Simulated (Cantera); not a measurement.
A closed system holds: 1 mol SiO2, 19 mol CO, 0.38 mol N2, at 13300 Pa.

Method: chemical equilibrium by Gibbs-energy minimisation in Cantera with the NASA 1993 tables (ideal gas, pure condensed phases). Candidate condensed phases: C, Si, SiC, SiO2, Si2N2O, Si3N4; 34 gas species. The tables hold silica as quartz up to 1696 K and as liquid above; real silica turns to tridymite and cristobalite and melts near 1996 K. The numbers say what is thermodynamically allowed, not how fast it happens.

**Question.** Which condensed phases are stable at each of these points (T (K)): 800, 1000, 1200, 1400, 1600, 1800, 2000, 2200, 2400, 2600?

**Answer.** 
```tsv
T (K)	condensed phases	Si condensed (%)
800	C(graphite) + SiO2(α-quartz)	100.0
1000	C(graphite) + SiO2(β-quartz)	100.0
1200	C(graphite) + SiO2(β-quartz)	100.0
1400	C(graphite) + SiO2(β-quartz)	100.0
1600	SiO2(β-quartz)	99.5
1800	SiO2(condensed)	96.0
2000	SiO2(l)	79.2
2200	SiO2(l)	20.4
2400	gas only	0.0
2600	gas only	0.0
```

At 800 K the condensed part is C(graphite) + SiO2(α-quartz). From 1000 K to 1400 K the condensed part is C(graphite) + SiO2(β-quartz). At 1600 K the condensed part is SiO2(β-quartz). At 1800 K the condensed part is SiO2(condensed). From 2000 K to 2200 K the condensed part is SiO2(l). From 2400 K to 2600 K nothing is condensed.
